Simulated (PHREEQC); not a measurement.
Model water analysis in mg/kgw, 25 °C, pH 1.85, pe 11.8:

| constituent | mg/kgw |
|---|---|
| Na | 67.8 |
| K | 34.6 |
| Ca | 80.6 |
| Mg | 27.7 |
| Cl | 126 |
| S(6) as SO4 | 1660 |
| N(5) as NO3 | 14.3 |
| Cu(2) | 0.586 |
| Li | 0.184 |

Na is adjusted to close the charge balance.
Valence states are taken as typed.

All values are PHREEQC results (ion-association model, wateq4f.dat), not measurements.

| quantity | before | after |
|---|---|---|
| HSO4- (mol/kgw) | 0.00718 | 0.0173 |
| Ca+2 (mol/kgw) | 0.00136 | 0.00341 |
| Mg+2 (mol/kgw) | 0.000751 | 0.00184 |
| CaSO4 (mol/kgw) | 0.000589 | 0.00237 |
| SI of Gypsum (CaSO4:2H2O) | -0.95 | -0.33 |
| SI of Epsomite (MgSO4:7H2O) | -3.64 | -3.03 |

### Question
Name the change that produced these shifts.
A) all concentrations times 3 at the same typed pH
B) Li from 0.184 to 0.092 mg/kgw
C) N(5) from 14.3 to 28.6 mg/kgw

### Answer
A, all concentrations times 3 at the same typed pH

This is a speciation only: nothing precipitates in the calculation.
